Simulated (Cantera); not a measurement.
**Catalytic stagnation flow on Pt**

A jet of 1.14 % H2, 16.6 % O2, 82.2 % N2 at 300 K and 0.110 bar hits a platinum plate 2.7 cm away at a mass flux of 0.032 kg/m²/s; the plate temperature is set and raised in steps from an oxygen-covered start.

Computed with Cantera and Deutschmann's 1995 Pt surface mechanism with GRI-Mech 3.0 gas chemistry. Catalytic surfaces can have several steady states; this one follows from the mechanism file's or the stated starting coverage.

```csv
plate T (K),wall x H2,wall x O2,wall x H2O,wall x OH,θ free Pt,θ O*,θ OH*
500,0.00208,0.157,0.0183,<1e-8,0.0194,0.973,0.00805
550,0.00207,0.157,0.0181,<1e-8,0.0206,0.975,0.00460
600,0.00207,0.157,0.0180,<1e-8,0.0218,0.975,0.00287
650,0.00201,0.157,0.0180,<1e-8,0.0235,0.975,0.00194
700,0.00175,0.156,0.0184,<1e-8,0.0291,0.969,0.00151
```
x: mole fraction at the wall; θ: surface coverage.
